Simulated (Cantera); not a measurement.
An adiabatic, constant-volume homogeneous reactor starts with CH₃OH : O₂ : N₂ = 1 : 0.714 : 2.69 (molar parts), at 1275 K and 500000 Pa. Integrator tolerance rtol = 1e-08.

Computed with Cantera and GRI-Mech 3.0 (53 species, 325 reactions). GRI-Mech 3.0 was tuned for natural gas; its chemistry of methanol as a main component is partial and can be far from experiment.

Task: What does this change do: constant pressure in place of constant volume?

Result: 
```tsv
quantity	before	after
time of steepest temperature rise	0.628 ms	0.650 ms
temperature at 0.600 s	2717 K	2404 K
equilibrium temperature	2717 K	2404 K
x(CH₃OH) at 0.600 s	5.25e-12 (gas-phase equilibrium 5.41e-12)	1.24e-12 (gas-phase equilibrium 1.27e-12)
x(O₂) at 0.600 s	4.66e-5 (gas-phase equilibrium 4.66e-5)	6.64e-6 (gas-phase equilibrium 6.64e-6)
x(NO₂) at 0.600 s	1.51e-8 (gas-phase equilibrium 1.51e-8)	1.04e-9 (gas-phase equilibrium 1.04e-9)
x(C₂H₄) at 0.600 s	<1e-12 (gas-phase equilibrium <1e-12)	<1e-12 (gas-phase equilibrium <1e-12)
x(CH₂CO) at 0.600 s	1.81e-12 (gas-phase equilibrium 1.99e-12)	<1e-12 (gas-phase equilibrium <1e-12)
x(CH₄) at 0.600 s	4.18e-10 (gas-phase equilibrium 4.71e-10)	1.98e-10 (gas-phase equilibrium 2.23e-10)
x(CO₂) at 0.600 s	0.0336 (gas-phase equilibrium 0.0336)	0.0367 (gas-phase equilibrium 0.0367)
```

Task: What does this change do: initial temperature 1275 to 1800 K?

Result: 
```csv
quantity,before,after
time of steepest temperature rise,0.628 ms,3.68 µs
temperature at 0.600 s,2717 K,3042 K
equilibrium temperature,2717 K,3042 K
x(CH₃OH) at 0.600 s,5.25e-12 (gas-phase equilibrium 5.41e-12),2.07e-12 (gas-phase equilibrium 2.15e-12)
x(O₂) at 0.600 s,4.66e-5 (gas-phase equilibrium 4.66e-5),0.000596 (gas-phase equilibrium 0.000596)
x(NO₂) at 0.600 s,1.51e-8 (gas-phase equilibrium 1.51e-8),2.05e-7 (gas-phase equilibrium 2.05e-7)
x(C₂H₄) at 0.600 s,<1e-12 (gas-phase equilibrium <1e-12),<1e-12 (gas-phase equilibrium <1e-12)
x(CH₂CO) at 0.600 s,1.81e-12 (gas-phase equilibrium 1.99e-12),<1e-12 (gas-phase equilibrium <1e-12)
x(CH₄) at 0.600 s,4.18e-10 (gas-phase equilibrium 4.71e-10),9.77e-11 (gas-phase equilibrium 1.12e-10)
x(CO₂) at 0.600 s,0.0336 (gas-phase equilibrium 0.0336),0.0300 (gas-phase equilibrium 0.0300)
```
Above 3000 K some thermodynamic fits are extrapolated.
